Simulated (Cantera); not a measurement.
What does this Cantera script print?

```python
import numpy as np
import cantera as ct

gas = ct.Solution("h2o2.yaml")
gas.TPX = 1075, 2900000, {'H2': 1, 'O2': 1.56, 'N2': 5.88, 'H2O': 0.43}
reactor = ct.IdealGasReactor(gas, energy="on", clone=False)
net = ct.ReactorNet([reactor])
net.rtol, net.atol = 1e-08, 1e-16
show = ['H2', 'O2', 'H2O', 'H', 'O', 'H2O2']
times = np.geomspace(5e-06, 0.5, 15)

steps = ct.SolutionArray(gas, extra=["t"])
rows = []
print(f"{'t/s':>10s}{'T/K':>9s}{'P/Pa':>11s}" + "".join(f"{s:>11s}" for s in show))
for t in times:
    while net.time < t:
        t_next = net.step()
        steps.append(gas.state, t=t_next)
    rows.append([np.interp(t, steps.t, y) for y in (steps.T, steps.P, *steps(*show).X.T)])
    print(f"{t:10.3e}{rows[-1][0]:9.1f}{rows[-1][1]:11.4g}" + "".join(f"{x:11.3e}" for x in rows[-1][2:]))
rate = np.gradient(steps.T, steps.t)
print("integrator steps:", len(steps.t))
if steps.T.max() > steps.T[0] + 200:
    print(f"time of steepest temperature rise: {steps.t[rate.argmax()]:.4e} s")
gas.TPX = 1075, 2900000, {'H2': 1, 'O2': 1.56, 'N2': 5.88, 'H2O': 0.43}
gas.equilibrate("UV")
print(f"equilibrium (UV): T = {gas.T:.1f} K  " + "  ".join(f"{s} {gas[s].X[0]:.3e}" for s in show))
```

Result:

```
       t/s      T/K       P/Pa         H2         O2        H2O          H          O       H2O2
 5.000e-06   1075.0    2.9e+06  1.127e-01  1.759e-01  4.848e-02  2.460e-11  1.013e-11  4.320e-10
 1.138e-05   1075.0    2.9e+06  1.127e-01  1.759e-01  4.848e-02  2.675e-11  1.102e-11  2.222e-09
 2.590e-05   1075.0    2.9e+06  1.127e-01  1.759e-01  4.848e-02  3.231e-11  1.331e-11  1.123e-08
 5.894e-05   1075.0    2.9e+06  1.127e-01  1.759e-01  4.848e-02  4.850e-11  1.998e-11  5.589e-08
 1.341e-04   1075.0    2.9e+06  1.127e-01  1.759e-01  4.848e-02  1.067e-10  4.397e-11  2.827e-07
 3.053e-04   1075.0    2.9e+06  1.127e-01  1.759e-01  4.848e-02  4.208e-10  1.732e-10  1.804e-06
 6.947e-04   1075.7  2.902e+06  1.127e-01  1.758e-01  4.854e-02  3.377e-09  1.385e-09  2.087e-05
 1.581e-03   1096.6  2.954e+06  1.105e-01  1.747e-01  5.065e-02  5.711e-08  2.375e-08  2.799e-04
 3.598e-03   2071.7  5.276e+06  3.231e-05  1.263e-01  1.701e-01  2.057e-06  5.604e-05  1.026e-06
 8.189e-03   2071.7  5.276e+06  3.231e-05  1.263e-01  1.701e-01  2.057e-06  5.604e-05  1.026e-06
 1.864e-02   2071.7  5.276e+06  3.231e-05  1.263e-01  1.701e-01  2.057e-06  5.604e-05  1.026e-06
 4.242e-02   2071.7  5.276e+06  3.231e-05  1.263e-01  1.701e-01  2.057e-06  5.604e-05  1.026e-06
 9.653e-02   2071.7  5.276e+06  3.231e-05  1.263e-01  1.701e-01  2.057e-06  5.604e-05  1.026e-06
 2.197e-01   2071.7  5.276e+06  3.231e-05  1.263e-01  1.701e-01  2.057e-06  5.604e-05  1.026e-06
 5.000e-01   2071.7  5.276e+06  3.231e-05  1.263e-01  1.701e-01  2.057e-06  5.604e-05  1.026e-06
integrator steps: 1285
time of steepest temperature rise: 2.0117e-03 s
equilibrium (UV): T = 2071.7 K  H2 3.231e-05  O2 1.263e-01  H2O 1.701e-01  H 2.057e-06  O 5.604e-05  H2O2 1.026e-06
```

Model: the H2/O2 subset of GRI-Mech 3.0, which has no nitrogen chemistry, integrated in Cantera. The hydrogen kinetics of GRI-Mech 3.0 are dated; newer H2 mechanisms differ, most at raised pressure. The pressure lies above the range GRI-Mech 3.0 was tuned for (to about 10 atm).
